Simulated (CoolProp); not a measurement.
The fluoroketone C6F12O (FK-5-1-12) along the isobar 0.101 MPa: density (kg/m³) from the reference equation and from simpler models built on Tc = 441.8 K, pc = 1.869 MPa, ω = 0.471; each cubic takes its own stable root.

Computed with CoolProp (reference Helmholtz-energy equation of state, McLinden 2015).

```json
[
 {"T (K)": "327.9", "phase": "gas", "reference": "12.45"},
 {"T (K)": "335.6", "phase": "gas", "reference": "12.10"},
 {"T (K)": "343.4", "phase": "gas", "reference": "11.77"},
 {"T (K)": "351.1", "phase": "gas", "reference": "11.46"},
 {"T (K)": "358.8", "phase": "gas", "reference": "11.17"},
 {"T (K)": "366.5", "phase": "gas", "reference": "10.90"},
 {"T (K)": "374.2", "phase": "gas", "reference": "10.64"},
 {"T (K)": "381.9", "phase": "gas", "reference": "10.40"},
 {"T (K)": "389.6", "phase": "gas", "reference": "10.17"},
 {"T (K)": "397.3", "phase": "gas", "reference": "9.946"},
 {"T (K)": "405.1", "phase": "gas", "reference": "9.734"},
 {"T (K)": "412.8", "phase": "gas", "reference": "9.535"},
 {"T (K)": "420.5", "phase": "gas", "reference": "9.344"},
 {"T (K)": "428.2", "phase": "gas", "reference": "9.162"},
 {"T (K)": "435.9", "phase": "gas", "reference": "8.988"},
 {"T (K)": "443.6", "phase": "gas", "reference": "8.820"}
]
```

Problem. How far does each simpler model (ideal gas, van der Waals, Redlich-Kwong, Soave-Redlich-Kwong, Peng-Robinson) lie from the reference over these 16 states: mean and median of the absolute difference, and the worst?

Solution. 
- ideal gas: mean 3.5 %, median 3.2 %, worst -5.9 % at 327.9 K and 0.101 MPa
- van der Waals: mean 1.2 %, median 1.0 %, worst -2.7 % at 327.9 K and 0.101 MPa
- Redlich-Kwong: mean 0.6 %, median 0.4 %, worst -1.6 % at 327.9 K and 0.101 MPa
- Soave-Redlich-Kwong: mean 0.2 %, median 0.2 %, worst -0.7 % at 327.9 K and 0.101 MPa
- Peng-Robinson: mean 0.2 %, median 0.2 %, worst -0.4 % at 327.9 K and 0.101 MPa
